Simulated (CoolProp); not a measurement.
Properties of n-undecane along the isotherm 620 K (Tc = 638.8 K, pc = 1.990 MPa, ω = 0.539).

Model: reference Helmholtz-energy equation of state, Aleksandrov 2011, in CoolProp. It is a short technical equation, of lower accuracy than the large ones.

```tsv
p (MPa)	phase	cv (kJ/(kg K))	expansivity (1/kK)
1.66	liquid	3.001	9.209
3.32	liquid	2.974	3.960
4.98	liquid	2.964	2.913
6.63	liquid	2.960	2.411
8.29	liquid	2.957	2.100
9.95	liquid	2.955	1.885
11.6	liquid	2.954	1.726
13.3	liquid	2.953	1.598
14.9	liquid	2.953	1.500
16.6	liquid	2.953	1.414
18.2	liquid	2.953	1.346
19.9	liquid	2.953	1.283
```
